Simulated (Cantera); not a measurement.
Charge: 1 mol BN, 4 mol H2O, 3 mol H2, equilibrated at 700 °C.

These are equilibrium values from Cantera (NASA tables, ideal gas, pure condensed phases), not measurements of a reactor. Candidate condensed phases: B, BN, B2O3, B3O3H3, H2O; 39 gas species. Gases not in the tables: H3BO3. Equilibrium is a limit: real reactors are often held back by kinetics, nucleation or transport.

log p: log10 of the partial pressure in bar; n: condensed amount in mol.

```json
[
 {"P (Pa)": "1", "log p H2": "-5.22", "log p H2O": "-5.48", "log p N2": "-6.18", "log p (HBO2)3": "-9.71", "log p HBO2": "-7.57", "log p NH3": "-14.08", "n B2O3(l)": "0.490"},
 {"P (Pa)": "3.60", "log p H2": "___", "log p H2O": "___", "log p N2": "___", "log p (HBO2)3": "___", "log p HBO2": "___", "log p NH3": "___", "n B2O3(l)": "0.494"},
 {"P (Pa)": "13", "log p H2": "-4.11", "log p H2O": "-4.36", "log p N2": "-5.06", "log p (HBO2)3": "-8.04", "log p HBO2": "-7.02", "log p NH3": "-11.85", "n B2O3(l)": "0.496"},
 {"P (Pa)": "46", "log p H2": "-3.56", "log p H2O": "-3.81", "log p N2": "-4.51", "log p (HBO2)3": "-7.22", "log p HBO2": "-6.74", "log p NH3": "-10.75", "n B2O3(l)": "0.497"},
 {"P (Pa)": "170", "log p H2": "-2.99", "log p H2O": "-3.25", "log p N2": "-3.95", "log p (HBO2)3": "-6.37", "log p HBO2": "-6.46", "log p NH3": "-9.62", "n B2O3(l)": "0.496"},
 {"P (Pa)": "600", "log p H2": "-2.44", "log p H2O": "-2.70", "log p N2": "-3.40", "log p (HBO2)3": "-5.54", "log p HBO2": "-6.18", "log p NH3": "-8.52", "n B2O3(l)": "0.494"},
 {"P (Pa)": "2200", "log p H2": "___", "log p H2O": "___", "log p N2": "___", "log p (HBO2)3": "___", "log p HBO2": "___", "log p NH3": "___", "n B2O3(l)": "0.490"},
 {"P (Pa)": "7700", "log p H2": "-1.34", "log p H2O": "-1.59", "log p N2": "-2.29", "log p (HBO2)3": "-3.88", "log p HBO2": "-5.63", "log p NH3": "-6.30", "n B2O3(l)": "0.481"},
 {"P (Pa)": "28000", "log p H2": "-0.77", "log p H2O": "-1.04", "log p N2": "-1.73", "log p (HBO2)3": "-3.05", "log p HBO2": "-5.35", "log p NH3": "-5.18", "n B2O3(l)": "0.464"},
 {"P (Pa)": "100000", "log p H2": "-0.22", "log p H2O": "-0.49", "log p N2": "-1.18", "log p (HBO2)3": "-2.23", "log p HBO2": "-5.08", "log p NH3": "-4.07", "n B2O3(l)": "0.433"}
]
```

Problem. Fill in the missing entries.

Solution. 
- 2200, log p H2: -1.88
- 2200, log p H2O: -2.14
- 2200, log p N2: -2.83
- 2200, log p (HBO2)3: -4.70
- 2200, log p HBO2: -5.90
- 2200, log p NH3: -7.39
- 3.60, log p H2: -4.67
- 3.60, log p H2O: -4.92
- 3.60, log p N2: -5.62
- 3.60, log p (HBO2)3: -8.88
- 3.60, log p HBO2: -7.30
- 3.60, log p NH3: -12.96
